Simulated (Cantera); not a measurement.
A freely propagating, adiabatic, planar premixed flame of CH₃OH : O₂ : N₂ = 1 : 1.76 : 6.64 (molar parts), unburnt at 698 K and 450 Torr; mixture-averaged transport, grid criteria slope 0.08 and curve 0.16, no radiation.

Detailed kinetics in Cantera: GRI-Mech 3.0 (53 species, 325 reactions). GRI-Mech 3.0 was tuned for natural gas; its chemistry of methanol as a main component is partial and can be far from experiment. Burning velocities carry a grid error of a few per cent, more on coarse grids.

x: mole fraction of selected species; z is measured from the peak of heat release.

```csv
z (mm),T (K),u (m/s),x CH₃OH,x O₂,x CH₄,x CH₂,x HCN,x H
-1.27,698,1.66,0.106,0.187,2.73e-8,<1e-8,<1e-8,<1e-8
-0.848,700,1.67,0.106,0.186,2.66e-7,<1e-8,<1e-8,<1e-8
-0.636,709,1.69,0.105,0.185,1.08e-6,<1e-8,<1e-8,<1e-8
-0.424,757,1.83,0.102,0.179,___,<1e-8,<1e-8,<1e-8
-0.212,1024,2.54,0.0785,0.154,2.85e-5,<1e-8,1.82e-8,3.51e-6
-0.106,1353,3.44,0.0435,0.123,5.73e-5,2.37e-7,4.56e-8,0.000126
0,1715,4.48,0.00641,0.0878,7.08e-5,7.33e-6,9.74e-8,0.00196
0.106,1836,4.82,___,___,___,___,1.01e-7,___
0.212,1870,4.89,3.12e-7,0.0538,1.82e-6,5.48e-8,4.84e-8,0.00877
0.424,1921,4.99,<1e-8,0.0456,1.07e-8,<1e-8,<1e-8,0.00988
0.848,1988,5.13,<1e-8,0.0412,<1e-8,<1e-8,<1e-8,0.00877
1.70,2071,5.32,<1e-8,0.0381,<1e-8,<1e-8,<1e-8,0.00619
3.39,2159,5.51,<1e-8,0.0352,<1e-8,<1e-8,<1e-8,0.00365
```

Some entries are withheld; supply them.


- -0.424, x CH₄: 5.41e-6
- 0.106, x CH₃OH: 8.23e-5
- 0.106, x O₂: 0.0655
- 0.106, x CH₄: 1.89e-5
- 0.106, x CH₂: 1.76e-6
- 0.106, x H: 0.00623
